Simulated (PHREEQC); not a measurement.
Solution (25 °C): 0.66 mol NaOH and 0.0055 mol LiCl per kg of water. Closed to the air; pH follows from the charge balance.

All values are PHREEQC results (ion-association model, phreeqc.dat), not measurements.

Question: The ionic strength comes out as 0.665 mol/kgw. What activity coefficients do Na+, OH-, Cl-, Li+ get?

Answer: Na+ 0.72, OH- 0.61, Cl- 0.63, Li+ 0.69.

This is a speciation only: nothing precipitates in the calculation.
